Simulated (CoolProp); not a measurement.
Vapour-liquid equilibrium of n-heptane (1) + toluene (2) at 6.12 bar; x and y are mole fractions of (1).

Computed with CoolProp (multi-fluid Helmholtz-energy mixture model, Span 2003 and Lemmon 2006; pair parameters Bell 2016).

```
x      bubble temperature (K)  y at the bubble point  dew temperature at overall composition x (K)  liquid density (mol/L)
-----  ----------------------  ---------------------  --------------------------------------------  ----------------------
0.05                    460.3                  0.074                                         460.8                   7.360
0.125                   458.1                  0.173                                         459.2                   7.160
0.2                     456.3                  0.261                                         457.6                   6.966
0.275                   454.8                  0.341                                         456.0                   6.779
0.35                    453.4                  0.415                                         454.6                   6.599
0.425                   452.3                  0.485                                         453.3                   6.426
0.5                     451.3                  0.553                                         452.1                   6.260
0.575                   450.4                  0.620                                         451.0                   6.101
0.65                    449.6                  0.686                                         450.0                   5.948
0.725                   449.0                  0.752                                         449.2                   5.802
0.8                     448.4                  0.818                                         448.6                   5.661
0.875                   447.9                  0.885                                         448.0                   5.526
0.95                    447.5                  0.954                                         447.5                   5.396
```

No azeotrope shows between x = 0.05 and 0.95.

Pair parameters are fitted to limited data, so mixtures are less certain than the pure fluids.
